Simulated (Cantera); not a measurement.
What does this Cantera script print?

```python
import numpy as np
import cantera as ct

gas = ct.Solution("gri30.yaml")
gas.TPX = 1248, 260000, {'CH4': 1, 'O2': 1.67, 'N2': 15.2}
reactor = ct.IdealGasReactor(gas, energy="on", clone=False)
net = ct.ReactorNet([reactor])
net.rtol, net.atol = 1e-08, 1e-16
show = ['CH4', 'O2', 'OH', 'HO2', 'H']
times = np.geomspace(3e-06, 1, 15)

steps = ct.SolutionArray(gas, extra=["t"])
rows = []
print(f"{'t/s':>10s}{'T/K':>9s}{'P/Pa':>11s}" + "".join(f"{s:>11s}" for s in show))
for t in times:
    while net.time < t:
        t_next = net.step()
        steps.append(gas.state, t=t_next)
    rows.append([np.interp(t, steps.t, y) for y in (steps.T, steps.P, *steps(*show).X.T)])
    print(f"{t:10.3e}{rows[-1][0]:9.1f}{rows[-1][1]:11.4g}" + "".join(f"{x:11.3e}" for x in rows[-1][2:]))
rate = np.gradient(steps.T, steps.t)
print("integrator steps:", len(steps.t))
if steps.T.max() > steps.T[0] + 200:
    print(f"time of steepest temperature rise: {steps.t[rate.argmax()]:.4e} s")
gas.TPX = 1248, 260000, {'CH4': 1, 'O2': 1.67, 'N2': 15.2}
gas.equilibrate("UV")
print(f"equilibrium (UV): T = {gas.T:.1f} K  " + "  ".join(f"{s} {gas[s].X[0]:.3e}" for s in show))
```

It prints:

```
       t/s      T/K       P/Pa        CH4         O2         OH        HO2          H
 3.000e-06   1248.0    2.6e+05  5.596e-02  9.345e-02  1.192e-11  4.477e-09  3.267e-11
 7.441e-06   1248.0    2.6e+05  5.596e-02  9.345e-02  1.727e-11  1.107e-08  3.512e-11
 1.845e-05   1248.0    2.6e+05  5.596e-02  9.345e-02  3.236e-11  2.720e-08  4.118e-11
 4.577e-05   1248.0    2.6e+05  5.596e-02  9.345e-02  8.080e-11  6.589e-08  5.756e-11
 1.135e-04   1248.0    2.6e+05  5.596e-02  9.345e-02  2.437e-10  1.539e-07  1.080e-10
 2.816e-04   1248.0    2.6e+05  5.596e-02  9.345e-02  7.930e-10  3.236e-07  3.061e-10
 6.983e-04   1248.0    2.6e+05  5.595e-02  9.345e-02  2.584e-09  4.778e-07  1.125e-09
 1.732e-03   1248.1    2.6e+05  5.593e-02  9.344e-02  5.012e-09  4.898e-07  2.383e-09
 4.296e-03   1248.6  2.601e+05  5.585e-02  9.338e-02  7.783e-09  8.569e-07  4.420e-09
 1.065e-02   1251.1  2.607e+05  5.545e-02  9.313e-02  1.985e-08  2.200e-06  1.479e-08
 2.643e-02   2288.5  4.896e+05  2.783e-14  2.541e-03  4.470e-03  1.914e-06  4.782e-03
 6.554e-02   2398.8  5.097e+05  6.803e-14  1.396e-04  1.091e-03  6.620e-08  8.016e-04
 1.626e-01   2398.7  5.097e+05  6.807e-14  1.395e-04  1.091e-03  6.616e-08  8.016e-04
 4.032e-01   2398.7  5.097e+05  6.807e-14  1.395e-04  1.091e-03  6.616e-08  8.016e-04
 1.000e+00   2398.7  5.097e+05  6.807e-14  1.395e-04  1.091e-03  6.616e-08  8.016e-04
integrator steps: 2448
time of steepest temperature rise: 2.6388e-02 s
equilibrium (UV): T = 2398.7 K  CH4 7.842e-14  O2 1.395e-04  OH 1.091e-03  HO2 6.616e-08  H 8.016e-04
```

Computed with Cantera and GRI-Mech 3.0 (53 species, 325 reactions).
